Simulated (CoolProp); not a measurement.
Sulfur hexafluoride at 298.15 K and 0.996 MPa flows at 2 m/s in a round tube of 25 mm bore and 1.5 µm roughness, fully developed (64/Re and Nu = 3.66 if laminar; Colebrook and Gnielinski if turbulent). Each further row changes one setting.

Computed with CoolProp (reference Helmholtz-energy equation of state, Guder 2009).

| case | Reynolds number | Darcy friction factor | pressure drop (Pa/m) | heat-transfer coefficient (W/(m² K)) | mass flow (kg/h) |
|---|---|---|---|---|---|
| as stated | 215000 | 0.0159 | 85.1 | 206 | ___ |
| velocity 4 m/s | 431000 | 0.0143 | 305 | ___ | 472 |
| diameter 50 mm | 431000 | 0.0139 | 37.2 | ___ | 945 |

Q: Some entries are withheld; supply them.

A: 
- as stated, mass flow (kg/h): 236
- velocity 4 m/s, heat-transfer coefficient (W/(m² K)): 369
- diameter 50 mm, heat-transfer coefficient (W/(m² K)): 180

Viscosity comes from a separate model (Quiñones-Cisneros 2012). Thermal conductivity comes from a separate model (Assael 2012).
